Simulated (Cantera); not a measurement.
An adiabatic, constant-pressure homogeneous reactor starts with CH₄ : CO : O₂ : N₂ = 1 : 0.63 : 1.93 : 7.25 (molar parts), at 975 K and 30.0 bar. Integrator tolerance rtol = 1e-08.

Detailed kinetics in Cantera: GRI-Mech 3.0 (53 species, 325 reactions). The pressure lies above the range GRI-Mech 3.0 was tuned for (to about 10 atm). Below about 1000 K GRI-Mech 3.0 lacks low-temperature oxidation paths.

Task: What does this change do: pressure from 30.0 bar to 10.0 bar?

Result: 
| quantity | before | after |
|---|---|---|
| time of steepest temperature rise | 0.144 s | not reached |
| temperature at 0.200 s | 2682 K | 979 K |
| equilibrium temperature | 2682 K | 2652 K |
| x(CH₄) at 0.200 s | 2.06e-12 (gas-phase equilibrium 2.35e-12) | 0.0921 (gas-phase equilibrium <1e-12) |
| x(CO) at 0.200 s | 0.0586 (gas-phase equilibrium 0.0586) | 0.0582 (gas-phase equilibrium 0.0602) |
| x(O₂) at 0.200 s | 0.000659 (gas-phase equilibrium 0.000659) | 0.178 (gas-phase equilibrium 0.00136) |
| x(HCO) at 0.200 s | 2.39e-7 (gas-phase equilibrium 2.39e-7) | 4.33e-12 (gas-phase equilibrium 1.34e-7) |
| x(H₂O₂) at 0.200 s | 2.35e-7 (gas-phase equilibrium 2.35e-7) | 4.24e-7 (gas-phase equilibrium 1.82e-7) |
| x(NO) at 0.200 s | 0.00160 (gas-phase equilibrium 0.00160) | <1e-12 (gas-phase equilibrium 0.00218) |

Task: What does this change do: initial temperature 975 to 1623 K?

Result: 
```csv
quantity,before,after
time of steepest temperature rise,0.144 s,30.3 µs
temperature at 0.200 s,2682 K,3053 K
equilibrium temperature,2682 K,3053 K
x(CH₄) at 0.200 s,2.06e-12 (gas-phase equilibrium 2.35e-12),1.73e-12 (gas-phase equilibrium 2.08e-12)
x(CO) at 0.200 s,0.0586 (gas-phase equilibrium 0.0586),0.0733 (gas-phase equilibrium 0.0733)
x(O₂) at 0.200 s,0.000659 (gas-phase equilibrium 0.000659),0.00545 (gas-phase equilibrium 0.00545)
x(HCO) at 0.200 s,2.39e-7 (gas-phase equilibrium 2.39e-7),7.70e-7 (gas-phase equilibrium 7.70e-7)
x(H₂O₂) at 0.200 s,2.35e-7 (gas-phase equilibrium 2.35e-7),1.15e-6 (gas-phase equilibrium 1.15e-6)
x(NO) at 0.200 s,0.00160 (gas-phase equilibrium 0.00160),0.00746 (gas-phase equilibrium 0.00746)
```
Above 3000 K some thermodynamic fits are extrapolated.
